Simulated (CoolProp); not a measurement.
Vapour-liquid equilibrium of n-butane (1) + cis-2-butene (2) at 0.385 MPa; x and y are mole fractions of (1).

Computed with CoolProp (multi-fluid Helmholtz-energy mixture model, Bücker 2006 and Lemmon 2005; pair parameters Bell 2016).

Q: Give the bubble temperature and the first vapour's composition at x = 0.05, 0.5, 0.65. Is there an azeotrope?

A: x = 0.05: 44.2 °C, y = 0.059; x = 0.5: 41.9 °C, y = 0.523; x = 0.65: 41.5 °C, y = 0.667. No azeotrope shows between x = 0.05 and 0.95.

The pair parameters rest on a limited set of measurements; away from them the model extrapolates.
